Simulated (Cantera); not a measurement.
What does this Cantera script print?

```python
import numpy as np
import cantera as ct

gas = ct.Solution("gri30.yaml")
gas.TPX = 1223, 100000, {'CH4': 0.0036, 'O2': 0.011, 'N2': 1}
reactor = ct.IdealGasConstPressureReactor(gas, energy="off", clone=False)
net = ct.ReactorNet([reactor])
net.rtol, net.atol = 1e-08, 1e-18
show = ['CH4', 'O2', 'C2H', 'O', 'OH', 'CH2']
times = np.geomspace(3e-05, 2, 10)

steps = ct.SolutionArray(gas, extra=["t"])
rows = []
print(f"{'t/s':>10s}{'T/K':>9s}{'P/Pa':>11s}" + "".join(f"{s:>11s}" for s in show))
for t in times:
    while net.time < t:
        t_next = net.step()
        steps.append(gas.state, t=t_next)
    rows.append([np.interp(t, steps.t, y) for y in (steps.T, steps.P, *steps(*show).X.T)])
    print(f"{t:10.3e}{rows[-1][0]:9.1f}{rows[-1][1]:11.4g}" + "".join(f"{x:11.3e}" for x in rows[-1][2:]))
rate = np.gradient(steps.T, steps.t)
print("integrator steps:", len(steps.t))
if steps.T.max() > steps.T[0] + 200:
    print(f"time of steepest temperature rise: {steps.t[rate.argmax()]:.4e} s")
gas.TPX = 1223, 100000, {'CH4': 0.0036, 'O2': 0.011, 'N2': 1}
gas.equilibrate("TP")
print(f"equilibrium (TP): T = {gas.T:.1f} K  " + "  ".join(f"{s} {gas[s].X[0]:.3e}" for s in show))
```

It prints:

```
       t/s      T/K       P/Pa        CH4         O2        C2H          O         OH        CH2
 3.000e-05   1223.0      1e+05  3.548e-03  1.084e-02  6.442e-38  3.158e-12  3.292e-12  1.156e-19
 1.031e-04   1223.0      1e+05  3.548e-03  1.084e-02  4.845e-35  7.375e-12  7.988e-12  1.165e-18
 3.541e-04   1223.0      1e+05  3.548e-03  1.084e-02  1.411e-32  8.815e-12  1.052e-11  6.031e-18
 1.216e-03   1223.0      1e+05  3.548e-03  1.084e-02  4.355e-30  1.279e-11  1.877e-11  4.281e-17
 4.179e-03   1223.0      1e+05  3.548e-03  1.084e-02  2.230e-27  2.772e-11  5.070e-11  5.185e-16
 1.436e-02   1223.0      1e+05  3.548e-03  1.084e-02  2.532e-24  9.360e-11  1.973e-10  1.125e-14
 4.932e-02   1223.0      1e+05  3.546e-03  1.084e-02  3.357e-21  3.198e-10  6.915e-10  1.602e-13
 1.695e-01   1223.0      1e+05  3.530e-03  1.083e-02  8.481e-19  7.774e-10  1.591e-09  6.257e-13
 5.822e-01   1223.0      1e+05  3.290e-03  1.068e-02  2.431e-15  6.907e-09  1.251e-08  1.408e-11
 2.000e+00   1223.0      1e+05 -8.268e-20  3.745e-03  3.795e-34  1.673e-08  1.030e-06 -1.138e-22
integrator steps: 2448
equilibrium (TP): T = 1223.0 K  CH4 8.572e-37  O2 3.728e-03  C2H 6.964e-56  O 2.483e-09  OH 3.968e-07  CH2 3.347e-40
```

Detailed kinetics in Cantera: GRI-Mech 3.0 (53 species, 325 reactions).
